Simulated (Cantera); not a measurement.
A closed system holds: 1 mol Cu, 0.15 mol CO, 0.0076 mol O₂, held at 0.100 bar.

Method: chemical equilibrium by Gibbs-energy minimisation in Cantera with the NASA 1993 tables (ideal gas, pure condensed phases). Candidate condensed phases: C, Cu, CuO, Cu₂O; 15 gas species. Kinetics and transport are ignored.

**Question.** Which condensed phases are stable at each of these points (T (K)): 700, 750, 800, 850, 900, 950, 1000, 1050, 1100, 1150, 1200?

**Answer.** 
```
T (K)     condensed phases  Cu condensed (%)
-----  -------------------  ----------------
700    C(graphite) + Cu(s)             100.0
750    C(graphite) + Cu(s)             100.0
800    C(graphite) + Cu(s)             100.0
850    C(graphite) + Cu(s)             100.0
900    C(graphite) + Cu(s)             100.0
950    C(graphite) + Cu(s)             100.0
1000                 Cu(s)             100.0
1050                 Cu(s)             100.0
1100                 Cu(s)             100.0
1150                 Cu(s)             100.0
1200                 Cu(s)             100.0
```

From 700 K to 950 K the condensed part is C(graphite) + Cu(s). From 1000 K to 1200 K the condensed part is Cu(s).
